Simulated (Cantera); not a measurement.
# Adiabatic ignition

An adiabatic, constant-pressure homogeneous reactor starts with CH3OH : O2 : N2 : CO2 = 1 : 2.42 : 9.1 : 0.33 (molar parts), at 1075 K and 7500 Torr.

Model: GRI-Mech 3.0 (53 species, 325 reactions), integrated in Cantera. GRI-Mech 3.0 was tuned for natural gas; its chemistry of methanol as a main component is partial and can be far from experiment.

```json
[
 {"t (s)": "1.00e-6", "T (K)": "1075", "x CH3OH": "0.0778", "x O2": "0.188", "x NO": "<1e-12", "x O": "<1e-12", "x H2O2": "<1e-12", "x CO2": "0.0257", "x N2O": "<1e-12"},
 {"t (s)": "5.24e-6", "T (K)": "1075", "x CH3OH": "0.0778", "x O2": "0.188", "x NO": "<1e-12", "x O": "<1e-12", "x H2O2": "<1e-12", "x CO2": "0.0257", "x N2O": "<1e-12"},
 {"t (s)": "2.75e-5", "T (K)": "1075", "x CH3OH": "0.0778", "x O2": "0.188", "x NO": "<1e-12", "x O": "<1e-12", "x H2O2": "<1e-12", "x CO2": "0.0257", "x N2O": "<1e-12"},
 {"t (s)": "0.000144", "T (K)": "1075", "x CH3OH": "0.0778", "x O2": "0.188", "x NO": "<1e-12", "x O": "<1e-12", "x H2O2": "2.35e-11", "x CO2": "0.0257", "x N2O": "<1e-12"},
 {"t (s)": "0.000756", "T (K)": "1075", "x CH3OH": "0.0778", "x O2": "0.188", "x NO": "<1e-12", "x O": "<1e-12", "x H2O2": "2.30e-9", "x CO2": "0.0257", "x N2O": "<1e-12"},
 {"t (s)": "0.00397", "T (K)": "1075", "x CH3OH": "0.0778", "x O2": "0.188", "x NO": "<1e-12", "x O": "<1e-12", "x H2O2": "1.09e-7", "x CO2": "0.0257", "x N2O": "2.48e-11"},
 {"t (s)": "0.0208", "T (K)": "2311", "x CH3OH": "<1e-12", "x O2": "0.0680", "x NO": "0.000966", "x O": "0.000440", "x H2O2": "5.52e-7", "x CO2": "0.0979", "x N2O": "1.32e-6"},
 {"t (s)": "0.109", "T (K)": "2298", "x CH3OH": "<1e-12", "x O2": "0.0646", "x NO": "0.00790", "x O": "0.000397", "x H2O2": "5.21e-7", "x CO2": "0.0980", "x N2O": "1.31e-6"},
 {"t (s)": "0.572", "T (K)": "2298", "x CH3OH": "<1e-12", "x O2": "0.0645", "x NO": "0.00805", "x O": "0.000396", "x H2O2": "5.20e-7", "x CO2": "0.0980", "x N2O": "1.31e-6"},
 {"t (s)": "3.00", "T (K)": "2298", "x CH3OH": "<1e-12", "x O2": "0.0645", "x NO": "0.00805", "x O": "0.000396", "x H2O2": "5.20e-7", "x CO2": "0.0980", "x N2O": "1.31e-6"}
]
```
x: mole fraction; the columns are a selection and need not sum to one.

```yaml
time_of_steepest_temperature_rise: 17.5 ms
temperature at 3.00 s: 2298 K
equilibrium_temperature: 2298 K
x(CH3OH) at 3.00 s: <1e-12 (gas-phase equilibrium <1e-12)
x(O2) at 3.00 s: 0.0645 (gas-phase equilibrium 0.0645)
x(NO) at 3.00 s: 0.00805 (gas-phase equilibrium 0.00805)
```
